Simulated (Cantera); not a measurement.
A Cantera script and its output.

```python
import numpy as np
import cantera as ct

gas = ct.Solution("gri30.yaml")
gas.TPX = 598, 44000, {'CH4': 1, 'C2H6': 1, 'O2': 13.4, 'N2': 50.4, 'CO2': 6.4}
inlet = ct.Reservoir(gas, clone=True)
gas.equilibrate("HP")  # start burning
reactor = ct.IdealGasConstPressureReactor(gas, energy="on", clone=False)
exhaust = ct.Reservoir(gas, clone=True)
tau = [0.049, 0.02, 0.0079, 0.0032, 0.0013, 0.00052, 0.00021, 8.5e-05, 3.4e-05, 1.4e-05, 5.6e-06][0]
for a, b in ((inlet, reactor), (reactor, exhaust)):
    ct.MassFlowController(a, b, mdot=lambda t: reactor.mass / tau)
net = ct.ReactorNet([reactor])
show = ['CH4', 'C2H6', 'O2', 'CH2O', 'HCN']

rows = []
print(f"{'tau/s':>10s}{'T/K':>9s}" + "".join(f"{s:>11s}" for s in show))
for tau in [0.049, 0.02, 0.0079, 0.0032, 0.0013, 0.00052, 0.00021, 8.5e-05, 3.4e-05, 1.4e-05, 5.6e-06]:
    net.initial_time = 0.0
    net.advance(30 * tau)
    before = gas.X
    net.advance(40 * tau)
    drift = np.max(np.abs(gas.X - before) / (gas.X + 1e-9))
    rows.append([gas.T, *gas[show].X, drift])
    print(f"{tau:10.3e}{gas.T:9.1f}" + "".join(f"{x:11.3e}" for x in gas[show].X))
```

Result:

```
     tau/s      T/K        CH4       C2H6         O2       CH2O        HCN
 4.900e-02   1425.8  2.188e-05  5.544e-06  1.091e-01  3.751e-06  4.354e-10
 2.000e-02   1414.1  4.065e-05  1.005e-05  1.095e-01  7.445e-06  6.917e-10
 7.900e-03   1392.9  8.227e-05  1.975e-05  1.105e-01  1.558e-05  1.405e-09
 3.200e-03   1355.2  1.923e-04  4.484e-05  1.127e-01  3.519e-05  3.147e-09
 1.300e-03    598.0  1.385e-02  1.385e-02  1.856e-01  8.953e-18  7.705e-23
 5.200e-04    598.0  1.385e-02  1.385e-02  1.856e-01  3.062e-21  2.489e-26
 2.100e-04    598.0  1.385e-02  1.385e-02  1.856e-01  2.219e-22  1.572e-27
 8.500e-05    598.0  1.385e-02  1.385e-02  1.856e-01  1.875e-23  9.929e-29
 3.400e-05    598.0  1.385e-02  1.385e-02  1.856e-01  1.944e-24  6.272e-30
 1.400e-05    598.0  1.385e-02  1.385e-02  1.856e-01  2.511e-25  3.962e-31
 5.600e-06    598.0  1.385e-02  1.385e-02  1.856e-01  3.646e-26  2.503e-32
```

Detailed kinetics in Cantera: GRI-Mech 3.0 (53 species, 325 reactions).
